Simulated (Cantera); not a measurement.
Gas mixture: H₂O : O₂ = 0.13 : 0.055 (molar parts), at 2600 Pa, frozen composition.

Cantera's kinetic-theory transport with the Lennard-Jones parameters of GRI-Mech 3.0, ideal gas; thermal conductivity in the mixture-averaged form. Polar gases are described roughly by these parameters.

One state of this run: ρ (kg/m³) = 0.00533; cp (J/kg/K) = 1911; μ (µPa s) = 50.6; λ (mW/m/K) = 137; Pr = 0.707; D (cm²/s) H = 701; D (cm²/s) OH = 181; D (cm²/s) C₂H₂ = 96.0. D: mixture-averaged diffusion coefficient of that species in the mixture.

Which value of T (K) does it belong to?
(A) 1000
(B) 850
(C) 700
(D) 1300

D, 1300
